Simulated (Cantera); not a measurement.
Catalytic combustion on Pt

An isothermal plug-flow reactor at 798 K and 2.90 bar (inlet), inlet velocity 0.86 m/s, active area per volume 1900 1/m; feed 0.728 % CO, 12.1 % O2, 87.1 % N2, equivalence ratio 0.030.

Detailed kinetics in Cantera: Deutschmann's 1995 Pt surface mechanism with GRI-Mech 3.0 gas chemistry. Catalytic surfaces can have several steady states; this one follows from the mechanism file's or the stated starting coverage. Mass transfer to the wall is taken as infinitely fast.

```
z (m)        x CO   x O2   x H2O    x CO2  θ free Pt   θ O*     θ CO*
-------  --------  -----  ------  -------  ---------  -----  --------
0.00035   0.00433  0.120  <1e-12  0.00296     0.0327  0.965   0.00185
0.00059   0.00368  0.120  <1e-12  0.00362     0.0296  0.969   0.00128
0.00098   0.00295  0.119  <1e-12  0.00434     0.0270  0.972  0.000855
0.0016    0.00220  0.119  <1e-12  0.00510     0.0250  0.974  0.000543
0.0027    0.00140  0.119  <1e-12  0.00590     0.0233  0.976  0.000300
0.0045   0.000731  0.118  <1e-12  0.00657     0.0221  0.978  0.000141
0.0076   0.000261  0.118  <1e-12  0.00705     0.0214  0.979   4.68e-5
0.013     4.67e-5  0.118  <1e-12  0.00726     0.0211  0.979   8.16e-6
0.021     3.80e-6  0.118  <1e-12  0.00730     0.0210  0.979   6.60e-7
0.035     4.75e-8  0.118  <1e-12  0.00731     0.0210  0.979   8.25e-9
```
x: gas mole fraction; θ: surface coverage.
